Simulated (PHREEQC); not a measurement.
Consider water at 85 °C with 0.049 mol HCl and 0.087 mol MnSO4 per kg of water. Closed to the air; pH follows from the charge balance.

Model: ion-association model, phreeqc.dat, run in PHREEQC.

No solid was allowed to form.

**Question.** Order these Cl species by the share of Cl that they hold, largest first: MnCl+, Cl-, MnCl2.

**Answer.** Cl- (94 %), MnCl+ (5.6 %), MnCl2 (0.11 %)

**Question.** Order these Mn species by the share of Mn that they hold, largest first: MnSO4, MnCl+, Mn+2.

**Answer.** Mn+2 (59 %), MnSO4 (38 %), MnCl+ (3.1 %)

The pH is 1.96 and the ionic strength 0.190 mol/kgw. Away from 25 °C the constants follow the database's enthalpies or fits; those with neither stay at their 25 °C values.
